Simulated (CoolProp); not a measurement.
Vapour-liquid equilibrium of R113 (1) + benzene (2) at 8.15 bar; x and y are mole fractions of (1).

Model: multi-fluid Helmholtz-energy mixture model, Marx 1992 and Thol 2012; pair parameters Bell 2016, in CoolProp.

```json
[
 {"x": "0.05", "bubble temperature, mixture model (K)": "435.8", "bubble temperature, Raoult's law (K)": "437.7", "y, mixture model": "0.114", "y, Raoult's law": "0.097"},
 {"x": "0.15", "bubble temperature, mixture model (K)": "428.6", "bubble temperature, Raoult's law (K)": "432.7", "y, mixture model": "0.290", "y, Raoult's law": "0.266"},
 {"x": "0.25", "bubble temperature, mixture model (K)": "423.1", "bubble temperature, Raoult's law (K)": "428.1", "y, mixture model": "0.419", "y, Raoult's law": "0.409"},
 {"x": "0.35", "bubble temperature, mixture model (K)": "418.7", "bubble temperature, Raoult's law (K)": "423.8", "y, mixture model": "0.521", "y, Raoult's law": "0.530"},
 {"x": "0.45", "bubble temperature, mixture model (K)": "415.1", "bubble temperature, Raoult's law (K)": "419.8", "y, mixture model": "0.607", "y, Raoult's law": "0.633"},
 {"x": "0.55", "bubble temperature, mixture model (K)": "412.1", "bubble temperature, Raoult's law (K)": "416.0", "y, mixture model": "0.684", "y, Raoult's law": "0.723"},
 {"x": "0.65", "bubble temperature, mixture model (K)": "409.4", "bubble temperature, Raoult's law (K)": "412.5", "y, mixture model": "0.756", "y, Raoult's law": "0.800"},
 {"x": "0.75", "bubble temperature, mixture model (K)": "407.0", "bubble temperature, Raoult's law (K)": "409.3", "y, mixture model": "0.825", "y, Raoult's law": "0.867"},
 {"x": "0.85", "bubble temperature, mixture model (K)": "404.8", "bubble temperature, Raoult's law (K)": "406.2", "y, mixture model": "0.894", "y, Raoult's law": "0.925"},
 {"x": "0.95", "bubble temperature, mixture model (K)": "402.9", "bubble temperature, Raoult's law (K)": "403.3", "y, mixture model": "0.964", "y, Raoult's law": "0.977"}
]
```

The largest gap from Raoult's law is -5.1 K in bubble temperature, at x = 0.35. No azeotrope shows between x = 0.05 and 0.95.

Pair parameters are fitted to limited data, so mixtures are less certain than the pure fluids.
